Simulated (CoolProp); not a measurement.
Vapour-liquid equilibrium of diethyl ether (1) + methanol (2) at 295.1 K; x and y are mole fractions of (1).

The numbers come from the multi-fluid Helmholtz-energy mixture model, Thol 2014 and de Reuck 1993; pair parameters Bell 2016 in CoolProp.

| x | bubble pressure (kPa) | y at the bubble point | dew pressure at overall composition x (kPa) | liquid density (mol/L) |
|---|---|---|---|---|
| 0.05 | 24.18 | 0.424 | 15.19 | 23.09 |
| 0.2 | 42.36 | 0.701 | 17.87 | 19.33 |
| 0.35 | 50.76 | 0.768 | 21.66 | 16.47 |
| 0.5 | 55.09 | 0.801 | 27.46 | 14.25 |
| 0.65 | 58.22 | 0.831 | 37.34 | 12.49 |
| 0.8 | 61.12 | 0.876 | 54.97 | 11.08 |
| 0.95 | 63.31 | 0.957 | 63.23 | 9.931 |

No azeotrope shows between x = 0.05 and 0.95.

The pair parameters rest on a limited set of measurements; away from them the model extrapolates. With so large a gap from Raoult's law the liquid may split in two, which this calculation doesn't test in full.
